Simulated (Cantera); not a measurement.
A Cantera script and what it prints.

```python
import numpy as np
import cantera as ct

gas_names = """
    O2 CL2
""".split()
cond_names = """
    Ti(a) TiCL2(s) TiCL4(L) TiO(a) TiO2(ru) Ti2O3(b) Ti3O5(b) Ti4O7(s)
""".split()


# ... load() reads the species with a 1 bar reference pressure and builds the phases ...
species = {s.name: s for s in load("nasa_gas.yaml", gas_names) + load("nasa_condensed.yaml", cond_names)}
T = 1050
g = {n: (s.thermo.h(T) - T * s.thermo.s(T)) / (ct.gas_constant * T * np.log(10)) for n, s in species.items()}
valid = cond_names  # the entries whose range holds T


def stable(la, lb):
    # potentials (over RT ln 10) of the two non-metals from log10 p(O2) and log10 p(CL2) in bar
    mu = {}
    mu["O"] = (g["O2"] + la) / 2
    mu["Cl"] = (g["CL2"] + lb) / 2
    cost = {}
    for n in valid:
        c = species[n].composition
        cost[n] = (g[n] - sum(c.get(e, 0) * m for e, m in mu.items())) / c["Ti"]
    return min(cost, key=cost.get)


results = []
for lb in [0, -3.4, -6.7, -10.1, -13.5, -16.8, -20.2, -23.5, -26.9, -30.3, -33.6, -37]:
    row = [stable(la, lb) for la in [-30, -28.7, -27.3, -26, -24.6, -23.3, -21.9, -20.6, -19.2, -17.9, -16.5, -15.2, -13.8, -12.5, -11.1, -9.8, -8.4, -7.1, -5.7, -4.4, -3, -1.7, -0.3, 1]]
    results.append(row)
    print(f"{lb:6.1f}  " + " ".join(f"{valid.index(n):x}" for n in row))
print("key: " + ", ".join(f"{i:x} {n}" for i, n in enumerate(valid)))
```

Output:

```
   0.0  2 2 2 2 2 2 2 2 2 2 2 2 2 2 2 2 2 4 4 4 4 4 4 4
  -3.4  2 2 2 2 2 2 2 2 2 2 2 2 4 4 4 4 4 4 4 4 4 4 4 4
  -6.7  2 2 2 2 2 2 2 4 4 4 4 4 4 4 4 4 4 4 4 4 4 4 4 4
 -10.1  2 2 7 4 4 4 4 4 4 4 4 4 4 4 4 4 4 4 4 4 4 4 4 4
 -13.5  5 6 7 4 4 4 4 4 4 4 4 4 4 4 4 4 4 4 4 4 4 4 4 4
 -16.8  5 6 7 4 4 4 4 4 4 4 4 4 4 4 4 4 4 4 4 4 4 4 4 4
 -20.2  5 6 7 4 4 4 4 4 4 4 4 4 4 4 4 4 4 4 4 4 4 4 4 4
 -23.5  5 6 7 4 4 4 4 4 4 4 4 4 4 4 4 4 4 4 4 4 4 4 4 4
 -26.9  5 6 7 4 4 4 4 4 4 4 4 4 4 4 4 4 4 4 4 4 4 4 4 4
 -30.3  5 6 7 4 4 4 4 4 4 4 4 4 4 4 4 4 4 4 4 4 4 4 4 4
 -33.6  5 6 7 4 4 4 4 4 4 4 4 4 4 4 4 4 4 4 4 4 4 4 4 4
 -37.0  5 6 7 4 4 4 4 4 4 4 4 4 4 4 4 4 4 4 4 4 4 4 4 4
key: 0 Ti(a), 1 TiCL2(s), 2 TiCL4(L), 3 TiO(a), 4 TiO2(ru), 5 Ti2O3(b), 6 Ti3O5(b), 7 Ti4O7(s)
```

Source: NASA polynomial tables (part measured, part estimated), evaluated in Cantera. The tables' values for TiCl2 are old estimates. TiO: taken at fixed stoichiometry. Not in the tables: Magnéli phases beyond Ti4O7, TiOCl. Part of the grid cannot be reached: there another gas would pass 10 bar, or a non-metal would condense.
